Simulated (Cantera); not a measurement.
**Ignition delay**

Mixture: H2 : O2 : N2 = 1 : 0.357 : 1.34 (molar parts), equivalence ratio 1.4, at 10.0 bar, adiabatic and at constant pressure. Ignition delay is the time to a rise of 400 K.

Model: the H2/O2 subset of GRI-Mech 3.0, which has no nitrogen chemistry, integrated in Cantera. The hydrogen kinetics of GRI-Mech 3.0 are dated; newer H2 mechanisms differ, most at raised pressure.

```csv
T0 (K),delay (ms)
973,14.4
1023,4.44
1073,1.43
1123,0.459
1173,0.132
1223,0.0285
1273,0.00772
1323,0.00416
1373,0.00281
```

apparent activation energy between 1273 and 1373 K: 150 kJ/mol
